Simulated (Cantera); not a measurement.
## Thermodynamics of iron carbonyl, mercury and lead vapours, feed Pb + N2

Input: 1 mol Pb, a varied amount of N2, at 1323.15 K and 10.0 mbar.

Method: chemical equilibrium by Gibbs-energy minimisation in Cantera with the NASA 1993 tables (ideal gas, pure condensed phases). Candidate condensed phases: Pb; 4 gas species. Equilibrium is a limit: real reactors are often held back by kinetics, nucleation or transport.

```tsv
n(N2) (mol)	log p N2	log p Pb	log p Pb2	n Pb(l)
0.38	-2.19	-2.45	-6.39	0.793
0.6	-2.19	-2.45	-6.39	0.674
0.95	-2.19	-2.45	-6.39	0.483
1.5	-2.19	-2.45	-6.39	0.184
2.4	-2.15	-2.53	-6.55	0
3.8	-2.10	-2.68	-6.85	0
6	-2.07	-2.85	-7.17	0
9.5	-2.04	-3.02	-7.53	0
15	-2.03	-3.20	-7.89	0
24	-2.02	-3.40	-8.28	0
38	-2.01	-3.59	-8.67	0
```
log p: log10 of the partial pressure in bar; n: condensed amount in mol.

From 0.38 mol N2 to 1.5 mol N2 the condensed part is Pb(l). From 2.4 mol N2 to 38 mol N2 nothing is condensed. The main Pb-bearing gas is Pb throughout.
